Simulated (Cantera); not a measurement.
A Cantera script and what it prints.

```python
import numpy as np
import cantera as ct

gas_names = """
    B BH BH2 BH3 BO BO2 B2 B2O B2O2 B2O3 B3O3H3 H HBO HBO2 HO2 H2 H2O H2O2 H3B3O6 O OH O2 O3
""".split()
cond_names = """
    B(b) B(L) B2O3(L) B3O3H3(cr) H2O(s) H2O(L)
""".split()


# ... load() reads the species with a 1 bar reference pressure and builds the phases ...
atoms = {
    'B2O3': {'B': 2, 'O': 3},
    'H2': {'H': 2},
}
top_T = {}  # K; cautious upper limits of use, not melting points


# ... equilibrate(T, P, feed) seeds the gas with the atoms and calls Mixture.equilibrate('TP', solver="vcs", rtol=1e-11, max_steps=5000) ...
results = []
feed = {'B2O3': 1, 'H2': 91}  # mol
T = 1425  # K
P = 13332.2  # Pa
mix = equilibrate(T, P, feed)
results.append((T, P, feed, dict(zip(mix.species_names, mix.species_moles))))
print(gas.report(threshold=0.0001))
for i in range(1, mix.n_phases):
    print(f"{mix.phase(i).name:16s} {mix.phase_moles(i):12.5e} mol")
```

Output:

```
       temperature   1425 K
          pressure   13332 Pa
           density   0.0023209 kg/m^3
  mean mol. weight   2.0625 kg/kmol
   phase of matter   gas

                          1 kg             1 kmol
                     ---------------   ---------------
          enthalpy        1.6218e+07        3.3449e+07  J
   internal energy        1.0473e+07        2.1601e+07  J
           entropy             94195        1.9428e+05  J/K
    Gibbs function       -1.1801e+08        -2.434e+08  J
 heat capacity c_p             15563             32099  J/K
 heat capacity c_v             11532             23785  J/K

                      mass frac. Y      mole frac. X     chem. pot. / RT
                     ---------------   ---------------   ---------------
               HBO          0.010611        0.00078678           -54.258
              HBO2         0.0097725        0.00046002            -90.84
                H2           0.97596           0.99848           -20.471
               H2O          0.001705         0.0001952           -57.053
     [  +19 minor]         0.0019482        7.4301e-05

B(b)              0.00000e+00 mol
B2O3(L)           9.37404e-01 mol
B3O3H3(cr)        0.00000e+00 mol
```

Method: chemical equilibrium by Gibbs-energy minimisation in Cantera with the NASA 1993 tables (ideal gas, pure condensed phases).
